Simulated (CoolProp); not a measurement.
R11 along the isobar 5.5 MPa: density (kg/m³) from the reference equation and from simpler models built on Tc = 471.1 K, pc = 4.408 MPa, ω = 0.189; each cubic takes its own stable root.

Values from CoolProp's reference Helmholtz-energy equation of state, Jacobsen 1992.

```csv
T (K),phase,reference
327.6,liquid,1422
339.9,liquid,1391
352.3,liquid,1360
364.6,liquid,1327
376.9,liquid,1292
389.2,liquid,1256
401.5,liquid,1217
413.8,liquid,1175
426.1,liquid,1129
438.4,liquid,1077
450.8,liquid,1015
463.1,liquid,938.2
475.4,supercritical,823.0
487.7,supercritical,558.5
500,supercritical,375.8
```

### Question
How far does each simpler model (van der Waals, Redlich-Kwong, Soave-Redlich-Kwong) lie from the reference over these 15 states: mean and median of the absolute difference, and the worst?

### Answer
- van der Waals: mean 29.9 %, median 33.7 %, worst -35.3 % at 327.6 K and 5.5 MPa
- Redlich-Kwong: mean 9.5 %, median 9.3 %, worst -15.2 % at 475.4 K and 5.5 MPa
- Soave-Redlich-Kwong: mean 8.6 %, median 7.4 %, worst -16.1 % at 475.4 K and 5.5 MPa
